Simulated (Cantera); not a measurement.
Feed: 1 mol Si, 0.1 mol O₂, a varied amount of N₂, at 100 Torr.

These are equilibrium values from Cantera (NASA tables, ideal gas, pure condensed phases), not measurements of a reactor. Candidate condensed phases: Si, SiO₂, Si₂N₂O, Si₃N₄; 16 gas species. N₂ is the only nitrogen source here; it is nearly inert below about 1500 K, so the nitride shown seldom forms there in practice. Mutual solubility and eutectic melting of coexisting phases are not modelled. The numbers say what is thermodynamically allowed, not how fast it happens.

Stable condensed phases, one row left out:

```
T in °C \ n(N₂) in mol
         1.6 2.4 3.7 5.6 8.5  13  20  30  46  70 110 160
   1802    A   A   A   A   A   A   A   A   A   A   A   A
   1727    B   B   A   A   A   A   A   A   A   A   A   A
   1652    C   C   C   C   C   C   D   D   D   D   D   D
   1577    C   C   C   C   C   C   C   C   C   C   D   D
   1427    C   C   C   C   C   C   C   C   C   C   C   C
   1352    C   C   C   C   C   C   C   C   C   C   C   C
   1277    C   C   C   C   C   C   C   C   C   C   C   C
   1202    C   C   C   C   C   C   C   C   C   C   C   C
   1127    C   C   C   C   C   C   C   C   C   C   C   C
   1052    C   C   C   C   C   C   C   C   C   C   C   C
```

A: Si; B: Si + Si₂N₂O; C: Si₂N₂O + Si₃N₄; D: Si₃N₄.

Task: Give the row for 1502 °C.

Result: 1.6: Si₂N₂O + Si₃N₄; 2.4: Si₂N₂O + Si₃N₄; 3.7: Si₂N₂O + Si₃N₄; 5.6: Si₂N₂O + Si₃N₄; 8.5: Si₂N₂O + Si₃N₄; 13: Si₂N₂O + Si₃N₄; 20: Si₂N₂O + Si₃N₄; 30: Si₂N₂O + Si₃N₄; 46: Si₂N₂O + Si₃N₄; 70: Si₂N₂O + Si₃N₄; 110: Si₂N₂O + Si₃N₄; 160: Si₂N₂O + Si₃N₄.
